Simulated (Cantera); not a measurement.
An adiabatic, constant-volume homogeneous reactor starts with CH3OH : O2 : N2 = 1 : 0.938 : 3.52 (molar parts), at 1598 K and 510 Torr.

Computed with Cantera and GRI-Mech 3.0 (53 species, 325 reactions). GRI-Mech 3.0 was tuned for natural gas; its chemistry of methanol as a main component is partial and can be far from experiment.

Task: Predict: time of steepest temperature rise; temperature at 0.600 s; equilibrium temperature; x(O2) at 0.600 s; x(O) at 0.600 s; x(H2O2) at 0.600 s.

Result: 
```json
{
  "time_of_steepest_temperature_rise": "0.105 ms",
  "temperature at 0.600 s": "2886 K",
  "equilibrium_temperature": "2886 K",
  "x(O2) at 0.600 s": "0.00437 (gas-phase equilibrium 0.00437)",
  "x(O) at 0.600 s": "0.00407 (gas-phase equilibrium 0.00407)",
  "x(H2O2) at 0.600 s": "2.36e-7 (gas-phase equilibrium 2.36e-7)"
}
```
